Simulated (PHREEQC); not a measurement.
Solution (25 °C): 0.0051 mol Cu(NO3)2 and 0.00011 mol NaCl per kg of water. It is in equilibrium with CO2 at log p = -3.4 (atm). Otherwise closed; pH follows from the charge balance.

Equilibrium calculation in PHREEQC: ion-association model, wateq4f.dat.

Question: The ionic strength comes out as 0.0154 mol/kgw. What activity coefficients do Na+, Cu2(OH)2+2, NO3-, Cu+2, CuOH+ get?

Answer: Na+ 0.89, Cu2(OH)2+2 0.61, NO3- 0.88, Cu+2 0.63, CuOH+ 0.88.

This is a speciation only: nothing precipitates in the calculation. Species that the database lacks are ignored.
